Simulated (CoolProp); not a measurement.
A single-stage vapour-compression cycle with the fluid: evaporating at 239.15 K (dew point), condensing at 290.15 K (bubble point), superheat 8 K, subcooling 0 K, compressor efficiency 0.75, no pressure losses. The same conditions are run with several fluids, on thermodynamics alone (safety and materials aside).

Values from CoolProp's reference Helmholtz-energy equation of state of each fluid (R125: Lemmon 2005; R134a: Tillner-Roth 1994; R13: Platzer 1990; CH3F (R41): Lemmon 2006; trans-2-butene: Lemmon 2005; n-perfluorobutane: Gao 2022). The equations of Platzer and Polt are older, rougher fits.

Problem. Rank R125, R134a, R13, CH3F (R41), trans-2-butene, n-perfluorobutane by cooling COP, highest first.

Solution. trans-2-butene (2.95), R134a (2.81), R125 (2.55), CH3F (R41) (2.44), n-perfluorobutane (2.32), R13 (2.03)

| fluid | pressure ratio | discharge temperature (K) | refrigerating effect (kJ/kg) | volumetric capacity (kJ/m³) |
|---|---|---|---|---|
| R125 | 5.75 | 310.8 | 99.4 | 1190 |
| R134a | 7.49 | 324.6 | 161 | 571 |
| R13 | 4.02 | 320.9 | 65.7 | 2880 |
| CH3F (R41) | 4.43 | 368.9 | 299 | 4040 |
| trans-2-butene | 8.45 | 325.3 | 335 | 198 |
| n-perfluorobutane | 9.08 | 290.1 | 58.0 | 154 |

The compression ends wet for: n-perfluorobutane.
